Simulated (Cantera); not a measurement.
An isothermal, constant-pressure homogeneous reactor starts with 100 % N2O, at 1423 K and 7.50 Torr.

Cantera simulation using GRI-Mech 3.0 (53 species, 325 reactions); the numbers are that mechanism's predictions, not measurements. GRI-Mech 3.0 was tuned for natural gas; its chemistry of N2O as a main component is partial and can be far from experiment. Radical loss at walls, strong at low pressure, is not modelled. The temperature is held fixed by assumption; the heat of reaction is taken as removed at once.

One state of this run: x N2O = 4.82e-6; x O = 7.04e-6; x NO = 0.138; x O2 = 0.264; x NO2 = 0.000105. x: mole fraction; the columns are a selection and need not sum to one.

Task: Which value of t (s) does it belong to?
A) 2.00e-6
B) 0.000120
C) 0.0280
D) 100

Result: D, 100
